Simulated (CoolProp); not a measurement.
Hydrogen chloride at 465.08 K and 2 MPa is throttled through a valve to 0.51 MPa with no heat exchange. Each further row changes one setting.

Values from CoolProp's reference Helmholtz-energy equation of state, Thol 2018.

| case | temperature change (K) | final density (kg/m³) |
|---|---|---|
| as stated | -9.5 | 4.95 |
| outlet pressure 0.153 MPa | (withheld) | (withheld) |
| outlet pressure 0.663 MPa | (withheld) | 6.43 |

Task: What belongs in the gaps?

Result: 
- outlet pressure 0.153 MPa, temperature change (K): -11.9
- outlet pressure 0.153 MPa, final density (kg/m³): 1.48
- outlet pressure 0.663 MPa, temperature change (K): -8.5
